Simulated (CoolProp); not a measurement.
Properties of propylene along the isotherm -58.15 °C.

Model: reference Helmholtz-energy equation of state, Lemmon 2013, in CoolProp.

```
p (MPa)   phase  density (kg/m³)  isothermal compressibility (1/MPa)  conductivity (mW/(m K))
-------  ------  ---------------  ----------------------------------  -----------------------
0.0072      gas           0.1700                               139.3                     9.92
0.0128      gas           0.3029                               78.53                     9.92
0.0228      gas           0.5417                               44.27                     9.90
0.0405      gas           0.9693                               25.11                     9.88
0.072    liquid            622.9                            0.001625                      150
0.128    liquid            623.0                            0.001624                      150
0.228    liquid            623.1                            0.001621                      150
0.405    liquid            623.3                            0.001616                      150
0.72     liquid            623.6                            0.001608                      150
1.28     liquid            624.2                            0.001594                      151
2.28     liquid            625.1                            0.001568                      151
```

Thermal conductivity comes from a separate model (Huber 2003), an estimate that may be off by 10 % or more.
